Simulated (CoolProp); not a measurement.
A simple Rankine cycle with the fluoroketone C6F12O (FK-5-1-12): condensing at 288.15 K, boiler at 1.17 MPa, turbine inlet 457.2 K, turbine efficiency 0.85, pump efficiency 0.8, no recuperator. Each further row changes one setting.

The numbers come from the reference Helmholtz-energy equation of state, McLinden 2015 in CoolProp.

```csv
case,thermal efficiency (%),net work (kJ/kg),heat in (kJ/kg),turbine exit temperature (K),volume ratio over the turbine
as stated,13.7,33.4,244,412.4,51.7
turbine inlet 477.2 K,…,35.5,266,432.8,49.4
condensing temperature 280.15 K,14.6,36.8,253,…,75.1
boiler pressure 0.819 MPa,…,…,248,418.6,33.5
turbine efficiency 0.75,12.0,29.4,244,416.6,52.2
```

**Question.** Complete the blanks.

**Answer.** 
- turbine inlet 477.2 K, thermal efficiency (%): 13.3
- condensing temperature 280.15 K, turbine exit temperature (K): 408.8
- boiler pressure 0.819 MPa, thermal efficiency (%): 12.6
- boiler pressure 0.819 MPa, net work (kJ/kg): 31.3
